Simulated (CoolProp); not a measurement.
A closed Brayton cycle with carbon dioxide: compressor inlet 322.15 K and 9.1 MPa, high pressure 31.5 MPa, turbine inlet 710 K, compressor efficiency 0.85, turbine efficiency 0.9, recuperator effectiveness 0.95 (on enthalpy, no pinch check). Each further row changes one setting.

The numbers come from the reference Helmholtz-energy equation of state, Span 1996 in CoolProp.

| case | thermal efficiency (%) | net work (kJ/kg) | compressor to turbine work | compressor exit (K) | turbine exit (K) |
|---|---|---|---|---|---|
| as stated | 30.6 | 73.5 | 0.45 | 413.4 | 574.1 |
| turbine inlet 660 K | 27.2 | 61.3 | 0.49 | 413.4 | 529.0 |
| compressor inlet 332.15 K | 27.9 | 62.9 | 0.53 | 437.3 | 574.1 |
| high pressure 26.8 MPa | 30.8 | 68.3 | 0.42 | 401.2 | 591.3 |
| recuperator effectiveness 0.5 | 22.7 | 73.5 | 0.45 | 413.4 | 574.1 |
